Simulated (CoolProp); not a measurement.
Saturation properties of ethanol (Tc = 514.7 K, pc = 6.268 MPa, ω = 0.644).

Model: reference Helmholtz-energy equation of state, Schroeder 2014, in CoolProp.

```
T (K)  p (MPa)  vapour density (kg/m³)  enthalpy of vaporisation (kJ/kg)  surface tension (mN/m)  liquid conductivity (mW/(m K))
-----  -------  ----------------------  --------------------------------  ----------------------  ------------------------------
404.5   0.5959                   9.094                             740.3                    11.5                             146
410.8   0.7099                   10.81                             723.8                    10.8                             145
417.1      ___                   12.80                             706.3                    10.2                             144
423.4      ___                   15.07                             687.9                    9.57                             143
429.6    1.154                   17.64                             669.0                     ___                             142
435.9    1.343                   20.61                             648.8                    8.31                             141
442.2    1.554                   24.01                             627.6                    7.67                             140
448.5    1.790                   27.89                             605.3                    7.02                             139
454.7    2.048                   32.25                             582.3                    6.39                             138
461      2.337                     ___                             557.7                    5.74                             137
467.3    2.656                   43.14                             531.6                    5.09                             136
473.6      ___                   49.88                             503.7                    4.43                             135
479.8    3.385                     ___                             473.9                    3.78                             134
486.1    3.805                   66.97                             440.5                    3.11                             133
```

What belongs in the gaps?


- 417.1, p (MPa): 0.8404
- 423.4, p (MPa): 0.9888
- 429.6, surface tension (mN/m): 8.95
- 461, vapour density (kg/m³): 37.32
- 473.6, p (MPa): 3.007
- 479.8, vapour density (kg/m³): 57.63

It boils at 351.6 K under 1 atm.

Thermal conductivity comes from a separate model (Assael 2013). Surface tension comes from a separate correlation (Mulero 2012).
